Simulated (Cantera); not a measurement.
Charge: 1 mol C2H2, 0.09 mol O2, 0.16 mol CO2, held at 1 atm.

Equilibrium computed with Cantera from the NASA thermochemical tables; the gas is ideal and each condensed phase is pure. Candidate condensed phases: C, C6H6, C7H8, C8H18, H2O; 110 gas species. Kinetics and transport are ignored.

Problem. At 1725 °C, list the 6 most abundant gas species with their mole fractions, and the condensed phases.

Solution. H2 0.665, CO 0.333, H 0.00130, C2H2 (acetylene) 0.000504, CH4 0.000191, H2O 2.65e-5. Condensed: C(graphite).
